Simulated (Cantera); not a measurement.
Input: 1 mol AlN, 0.28 mol H₂O, 0.66 mol H₂, held at 1575 °C and 10000 Pa.

Cantera equilibrium calculation (NASA polynomials, part measured and part estimated; ideal gas, pure solids and liquids). Candidate condensed phases: Al, AlN, Al₂O₃, H₂O; 35 gas species. Mutual solubility and eutectic melting of coexisting phases are not modelled. Kinetics and transport are ignored.

Task: What is the equilibrium state?

Result: 
```json
{
  "x(H₂)": "0.908",
  "x(N₂)": "0.0903",
  "x(H)": "0.00160",
  "x(Al)": "9.52e-5",
  "x(Al₂O)": "3.42e-5",
  "x(H₂O)": "1.87e-5",
  "x(AlH)": "1.15e-5",
  "x(AlOH)": "3.29e-6",
  "n(AlN(s))": "0.813 mol",
  "n(Al₂O₃(s))": "0.0933 mol",
  "gas_amount": "1.034 mol",
  "log10 activity of Al(l) (absent)": "-2.15"
}
```
